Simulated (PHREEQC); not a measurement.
Solution (42 °C): 0.17 mol MnSO4, 0.04 mol NiCl2 and 0.037 mol HCl per kg of water. Closed to the air; pH follows from the charge balance.

The numbers come from PHREEQC with the ion-association model, wateq4f.dat.

No solid was allowed to form.

Problem. What pH, ionic strength, activity of water does the model give?

Solution. pH 2.04; ionic strength 0.432 mol/kgw; activity of water 0.993.

Problem. In which forms is S present?

Solution. MnSO4 39 %, SO4-2 36 %, HSO4- 15 %, NiSO4 9.4 % of the S.

Constants without temperature data keep their 25 °C values here.
